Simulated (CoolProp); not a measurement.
CH2F2 (R32) at 337.95 K and 0.444 MPa flows at 1.5 m/s in a round tube of 100 mm bore and 15 µm roughness, fully developed (64/Re and Nu = 3.66 if laminar; Colebrook and Gnielinski if turbulent). Each further row changes one setting.

The numbers come from the reference Helmholtz-energy equation of state, Tillner-Roth 1997 in CoolProp.

| case | Reynolds number | Darcy friction factor | pressure drop (Pa/m) | heat-transfer coefficient (W/(m² K)) | mass flow (kg/h) |
|---|---|---|---|---|---|
| as stated | [?] | [?] | 1.85 | 31.1 | 361 |
| velocity 3 m/s | 169000 | [?] | [?] | [?] | 723 |
| diameter 200 mm | 169000 | 0.0167 | 0.800 | [?] | 1450 |

Task: Complete the blanks.

Result: 
- as stated, Reynolds number: 84400
- as stated, Darcy friction factor: 0.0193
- velocity 3 m/s, Darcy friction factor: 0.0172
- velocity 3 m/s, pressure drop (Pa/m): 6.59
- velocity 3 m/s, heat-transfer coefficient (W/(m² K)): 55.4
- diameter 200 mm, heat-transfer coefficient (W/(m² K)): 26.9

Viscosity comes from a separate model (Bell 2016), an estimate that may be off by 10 % or more. Thermal conductivity comes from a separate model (Huber 2003), an estimate that may be off by 10 % or more.
